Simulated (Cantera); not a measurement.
A freely propagating, adiabatic, planar premixed flame of H2 : O2 : N2 = 1 : 0.208 : 0.783 (molar parts), equivalence ratio 2.4, unburnt at 300 K and 1.00 bar; mixture-averaged transport, grid criteria slope 0.08 and curve 0.16, no radiation.

Detailed kinetics in Cantera: the H2/O2 subset of GRI-Mech 3.0, which has no nitrogen chemistry. Burning velocities carry a grid error of a few per cent, more on coarse grids.

Q: How do the results move with these cheaper or finer settings: unity-Lewis-number transport; multicomponent transport; multicomponent+Soret transport; grid criteria slope 0.5, curve 1; grid criteria slope 0.25, curve 0.5; grid criteria slope 0.03, curve 0.06?

A: 
```csv
setting,laminar burning velocity,thermal thickness,peak x(OH),peak x(HO2),grid points
as above,274 cm/s,0.341 mm,0.00155,0.000442,129
unity-Lewis-number transport,163 cm/s,0.363 mm,0.00155,0.000293,109
multicomponent transport,268 cm/s,0.346 mm,0.00153,0.000436,129
multicomponent+Soret transport,260 cm/s,0.332 mm,0.00158,0.000450,129
"grid criteria slope 0.5, curve 1",283 cm/s,0.438 mm,0.00152,0.000435,45
"grid criteria slope 0.25, curve 0.5",276 cm/s,0.371 mm,0.00153,0.000420,62
"grid criteria slope 0.03, curve 0.06",274 cm/s,0.335 mm,0.00157,0.000447,295
```
Unity Lewis numbers drop preferential diffusion, which matters most where H2 and H carry the flame; Soret adds thermal diffusion.
